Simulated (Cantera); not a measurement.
# Gas-phase reforming

An isothermal, constant-pressure homogeneous reactor starts with 65.8 % CH4, 34.2 % H2O, at 2023 K and 0.133 bar.

Model: GRI-Mech 3.0 (53 species, 325 reactions), integrated in Cantera. GRI-Mech 3.0 stops at C3 and has no aromatics, soot or wall deposition, so with more carbon than oxygen in the feed, carbon stays in small species such as C2H2 where larger ones or solid carbon would form.

| t (s) | x CH4 | x H2O | x C2H6 | x CH2O | x C2H |
|---|---|---|---|---|---|
| 0.000100 | 0.551 | 0.327 | 0.000932 | 0.000128 | 3.43e-7 |
| 0.000388 | 0.200 | 0.248 | 0.000362 | 6.47e-5 | 1.08e-5 |
| 0.00151 | 0.0535 | 0.203 | 3.29e-5 | 1.68e-5 | 1.72e-5 |
| 0.00585 | 0.0155 | 0.162 | 3.62e-6 | 5.23e-6 | 1.97e-5 |
| 0.0227 | 0.00965 | 0.0893 | 1.37e-6 | 1.70e-6 | 1.50e-5 |
| 0.0881 | 0.00433 | 0.0204 | 2.75e-7 | 1.72e-7 | 1.06e-5 |
| 0.342 | 0.000724 | 0.000290 | 8.45e-9 | 7.29e-9 | 9.59e-6 |
| 1.33 | 0.000320 | 1.65e-7 | 2.10e-9 | 6.89e-9 | 9.62e-6 |
| 5.15 | 0.000320 | 1.65e-7 | 2.10e-9 | 6.89e-9 | 9.62e-6 |
| 20.0 | 0.000320 | 1.65e-7 | 2.10e-9 | 6.89e-9 | 9.62e-6 |
x: mole fraction; the columns are a selection and need not sum to one.

Equilibrium at this temperature and pressure: CH4 0.000320, H2O 1.65e-7, C2H6 2.10e-9, CH2O 6.89e-9, C2H 9.62e-6 (gas phase only).
